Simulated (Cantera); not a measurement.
Input: 1 mol Fe₂O₃, 0.39 mol H₂O, held at 1127 °C and 750 Torr.

Cantera equilibrium calculation (NASA polynomials, part measured and part estimated; ideal gas, pure solids and liquids). Candidate condensed phases: Fe, FeO, Fe(OH)₂, Fe(OH)₃, Fe₂O₃, Fe₃O₄, H₂O; 12 gas species. Mutual solubility and eutectic melting of coexisting phases are not modelled. Rates play no part.

Base state: H₂O 1.000, O₂ 0.000365, H₂ 2.36e-5, OH 1.99e-5 (mole fractions); condensed: Fe₂O₃(s) + Fe₃O₄(s).

What changes in the equilibrium state with this change: Fe₂O₃ replaced by MgO?


| species | before | after |
|---|---|---|
| H₂O | 1.000 | 1.000 |
| H₂ | 2.36e-5 | 7.61e-5 |
| O₂ | 0.000365 | 3.53e-5 |
| OH | 1.99e-5 | 1.11e-5 |
| Fe₂O₃(s), mol | 0.999 | 0 |
| Fe₃O₄(s), mol | 0.000559 | 0 |
| MgO(s), mol | 0 | 1.00 |
Further candidate phases: Mg, MgO, Mg(OH)₂.
